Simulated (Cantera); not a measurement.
A freely propagating, adiabatic, planar premixed flame of H2 : O2 : N2 = 1 : 0.227 : 0.864 (molar parts), equivalence ratio 2.2, unburnt at 648 K and 4.10 bar; mixture-averaged transport, grid criteria slope 0.08 and curve 0.16, no radiation.

Model: the H2/O2 subset of GRI-Mech 3.0, which has no nitrogen chemistry, integrated in Cantera. The hydrogen kinetics of GRI-Mech 3.0 are dated; newer H2 mechanisms differ, most at raised pressure. Burning velocities carry a grid error of a few per cent, more on coarse grids.

Q: Predict: laminar burning velocity; thermal thickness; peak x(O); peak x(H); peak x(H2O2); peak x(HO2).

A: 
```
Item                         Result
------------------------  ---------
laminar burning velocity  1040 cm/s
thermal thickness         0.0774 mm
peak x(O)                   0.00253
peak x(H)                    0.0632
peak x(H2O2)                2.70e-5
peak x(HO2)                0.000650
```
